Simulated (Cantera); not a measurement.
A freely propagating, adiabatic, planar premixed flame of 8.51 % CH4, 0.681 % C2H6, 1.02 % C3H8, 18.9 % O2, 70.9 % N2, equivalence ratio 1.3, unburnt at 498 K and 0.207 atm; mixture-averaged transport, grid criteria slope 0.08 and curve 0.16, no radiation.

Cantera simulation using GRI-Mech 3.0 (53 species, 325 reactions); the numbers are that mechanism's predictions, not measurements. Burning velocities carry a grid error of a few per cent, more on coarse grids.

x: mole fraction of selected species; z is measured from the peak of heat release.

| z (mm) | T (K) | u (m/s) | x CH4 | x C2H6 | x C3H8 | x N2O | x CH2 | x H2 |
|---|---|---|---|---|---|---|---|---|
| -4.22 | 498 | 1.06 | 0.0849 | 0.00680 | 0.0102 | <1e-8 | <1e-8 | 0.00173 |
| -2.82 | 500 | 1.07 | 0.0845 | 0.00677 | 0.0102 | <1e-8 | <1e-8 | 0.00562 |
| -2.11 | 508 | 1.10 | 0.0836 | 0.00674 | 0.0101 | <1e-8 | <1e-8 | 0.0107 |
| -1.41 | 580 | 1.27 | 0.0794 | 0.00664 | 0.00986 | <1e-8 | <1e-8 | 0.0214 |
| -0.704 | 1015 | 2.28 | 0.0568 | 0.00596 | 0.00627 | <1e-8 | [?] | 0.0387 |
| -0.352 | 1419 | 3.26 | 0.0327 | 0.00286 | 0.00157 | <1e-8 | [?] | 0.0471 |
| 0 | 1776 | 4.15 | 0.0100 | 0.000232 | 3.34e-5 | <1e-8 | [?] | 0.0498 |
| 0.352 | 1953 | 4.57 | 0.00143 | 2.66e-6 | 3.29e-8 | <1e-8 | [?] | 0.0458 |
| 0.704 | 2003 | 4.69 | 0.000124 | 1.58e-8 | <1e-8 | <1e-8 | [?] | 0.0418 |
| 1.41 | 2023 | 4.71 | 7.48e-7 | <1e-8 | <1e-8 | <1e-8 | [?] | 0.0406 |
| 2.82 | 2036 | 4.73 | <1e-8 | <1e-8 | <1e-8 | <1e-8 | <1e-8 | 0.0417 |
| 5.63 | 2051 | 4.76 | <1e-8 | <1e-8 | <1e-8 | <1e-8 | <1e-8 | 0.0418 |
| 11.3 | 2075 | 4.81 | <1e-8 | <1e-8 | <1e-8 | <1e-8 | <1e-8 | 0.0416 |

Question: Complete the blanks.

Answer: 
- -0.704, x CH2: 6.69e-7
- -0.352, x CH2: 1.98e-5
- 0, x CH2: 9.49e-5
- 0.352, x CH2: 6.58e-5
- 0.704, x CH2: 1.19e-5
- 1.41, x CH2: 1.33e-7
